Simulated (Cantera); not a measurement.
An adiabatic, constant-pressure homogeneous reactor starts with C3H8 : O2 : N2 : H2O = 0.38 : 2.38 : 8.95 : 3.2 (molar parts), equivalence ratio 0.80, at 1475 K and 1200000 Pa.

Computed with Cantera and GRI-Mech 3.0 (53 species, 325 reactions). GRI-Mech 3.0 was tuned for natural gas; its chemistry of propane as a main component is partial and can be far from experiment. The pressure lies above the range GRI-Mech 3.0 was tuned for (to about 10 atm).

Task: Predict: time of steepest temperature rise; temperature at 1.00 s; equilibrium temperature; x(O2) at 1.00 s; x(H2O) at 1.00 s; x(NO) at 1.00 s.

Result: 
```json
{
 "time_of_steepest_temperature_rise": "28.0 µs",
 "temperature at 1.00 s": "2551 K",
 "equilibrium_temperature": "2551 K",
 "x(O2) at 1.00 s": "0.0291 (gas-phase equilibrium 0.0291)",
 "x(H2O) at 1.00 s": "0.297 (gas-phase equilibrium 0.297)",
 "x(NO) at 1.00 s": "0.00802 (gas-phase equilibrium 0.00802)"
}
```
